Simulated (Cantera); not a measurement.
Input (Python, Cantera):

```python
import numpy as np
import cantera as ct

gas = ct.Solution("gri30.yaml")
gas.TPX = 1373, 500000, {'CH4': 1, 'H2': 0.24, 'O2': 3.37, 'N2': 12.7}
reactor = ct.IdealGasConstPressureReactor(gas, energy="on", clone=False)
net = ct.ReactorNet([reactor])
net.rtol, net.atol = 1e-08, 1e-16
show = ['CH4', 'H2', 'O2', 'O', 'CH2CO', 'HCO']
times = np.geomspace(7e-06, 0.7, 12)

steps = ct.SolutionArray(gas, extra=["t"])
rows = []
print(f"{'t/s':>10s}{'T/K':>9s}{'P/Pa':>11s}" + "".join(f"{s:>11s}" for s in show))
for t in times:
    while net.time < t:
        t_next = net.step()
        steps.append(gas.state, t=t_next)
    rows.append([np.interp(t, steps.t, y) for y in (steps.T, steps.P, *steps(*show).X.T)])
    print(f"{t:10.3e}{rows[-1][0]:9.1f}{rows[-1][1]:11.4g}" + "".join(f"{x:11.3e}" for x in rows[-1][2:]))
rate = np.gradient(steps.T, steps.t)
print("integrator steps:", len(steps.t))
if steps.T.max() > steps.T[0] + 200:
    print(f"time of steepest temperature rise: {steps.t[rate.argmax()]:.4e} s")
gas.TPX = 1373, 500000, {'CH4': 1, 'H2': 0.24, 'O2': 3.37, 'N2': 12.7}
gas.equilibrate("HP")
print(f"equilibrium (HP): T = {gas.T:.1f} K  " + "  ".join(f"{s} {gas[s].X[0]:.3e}" for s in show))
```

Output:

```
       t/s      T/K       P/Pa        CH4         H2         O2          O      CH2CO        HCO
 7.000e-06   1373.0      5e+05  5.777e-02  1.386e-02  1.947e-01  5.034e-09  2.107e-17  1.256e-13
 1.994e-05   1373.0      5e+05  5.777e-02  1.386e-02  1.947e-01  1.830e-08  1.103e-14  1.832e-12
 5.678e-05   1373.1      5e+05  5.771e-02  1.384e-02  1.946e-01  2.058e-07  6.039e-11  1.720e-10
 1.617e-04   1384.7      5e+05  5.574e-02  1.351e-02  1.933e-01  1.514e-06  9.436e-07  4.732e-08
 4.606e-04   2550.0      5e+05  6.871e-18  1.560e-03  7.148e-02  2.220e-03  5.694e-20  1.576e-09
 1.312e-03   2545.9      5e+05  6.700e-18  1.545e-03  7.028e-02  2.159e-03  5.452e-20  1.532e-09
 3.736e-03   2537.9      5e+05  6.364e-18  1.516e-03  6.792e-02  2.042e-03  4.982e-20  1.451e-09
 1.064e-02   2530.6      5e+05  6.064e-18  1.490e-03  6.580e-02  1.941e-03  4.570e-20  1.381e-09
 3.030e-02   2529.5      5e+05  6.016e-18  1.486e-03  6.546e-02  1.925e-03  4.505e-20  1.370e-09
 8.630e-02   2529.5      5e+05  6.016e-18  1.486e-03  6.545e-02  1.925e-03  4.505e-20  1.370e-09
 2.458e-01   2529.5      5e+05  6.016e-18  1.486e-03  6.545e-02  1.925e-03  4.505e-20  1.370e-09
 7.000e-01   2529.5      5e+05  6.016e-18  1.486e-03  6.545e-02  1.925e-03  4.505e-20  1.370e-09
integrator steps: 1970
time of steepest temperature rise: 2.9352e-04 s
equilibrium (HP): T = 2529.5 K  CH4 8.619e-18  H2 1.486e-03  O2 6.545e-02  O 1.925e-03  CH2CO 5.782e-20  HCO 1.370e-09
```

Cantera simulation using GRI-Mech 3.0 (53 species, 325 reactions); the numbers are that mechanism's predictions, not measurements.
